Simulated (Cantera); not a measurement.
A closed system holds: 1 mol KCl, 0.34 mol N2, 3.4 mol H2, at 1950 K and 18.8 Torr.

Cantera equilibrium calculation (NASA polynomials, part measured and part estimated; ideal gas, pure solids and liquids). Candidate condensed phases: K, KCl, NH4Cl; 17 gas species. The numbers say what is thermodynamically allowed, not how fast it happens.

Base state: H2 0.697, KCl 0.190, N2 0.0709, K 0.0179, HCl 0.0178, H 0.00605, Cl 0.000116, K2Cl2 7.06e-5 (mole fractions); condensed: gas only.

Task: What changes in the equilibrium state with this change: 0.38 mol HF added?

Result: 
```
species    before     after
-------  --------  --------
H2          0.697     0.648
KCl         0.190     0.172
N2         0.0709    0.0658
HF              0    0.0650
K          0.0179    0.0130
HCl        0.0178    0.0214
KF              0   0.00849
Cl       0.000116  0.000144
K2Cl2     7.06e-5   5.75e-5
H         0.00605   0.00584
```
Further candidate phases: KF, KHF2.
